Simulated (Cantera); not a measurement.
Thermodynamics of carbothermic reduction, feed Cu2O + CH4 + N2

A closed system holds: 1 mol Cu2O, 1.2 mol CH4, 3 mol N2, equilibrated at 60.0 Pa.

Equilibrium computed with Cantera from the NASA thermochemical tables; the gas is ideal and each condensed phase is pure. Candidate condensed phases: C, C6H6, C7H8, C8H18, Cu, CuO, Cu(OH)2, Cu2O, H2O; 139 gas species. Rates play no part.

| T (K) | x N2 | x H2 | x Cu | x CO | x H | x HCN | x HNC | n C(graphite) | n Cu(l) |
|---|---|---|---|---|---|---|---|---|---|
| 1598 | 0.438 | 0.350 | 0.0643 | 0.146 | 0.00128 | 0.000791 | 1.80e-5 | 0.194 | 1.56 |
| 1698 | 0.356 | 0.283 | 0.237 | 0.119 | 0.00314 | 0.00115 | 3.42e-5 | 0.190 | 0 |
| 1798 | 0.355 | 0.280 | 0.237 | 0.119 | 0.00760 | 0.00192 | 7.24e-5 | 0.182 | 0 |
| 1898 | 0.353 | 0.273 | 0.236 | 0.118 | 0.0167 | 0.00300 | 0.000140 | 0.172 | 0 |
| 1998 | 0.349 | 0.262 | 0.234 | 0.117 | 0.0335 | 0.00442 | 0.000250 | 0.157 | 0 |
| 2098 | 0.343 | 0.242 | 0.231 | 0.115 | 0.0618 | 0.00614 | 0.000413 | 0.137 | 0 |
| 2198 | 0.334 | 0.213 | 0.226 | 0.113 | 0.105 | 0.00799 | 0.000629 | 0.112 | 0 |
x: gas mole fraction; n: condensed amount in mol.

At 1598 K the condensed part is C(graphite) + Cu(l). From 1698 K to 2198 K the condensed part is C(graphite). The main Cu-bearing gas is Cu throughout.
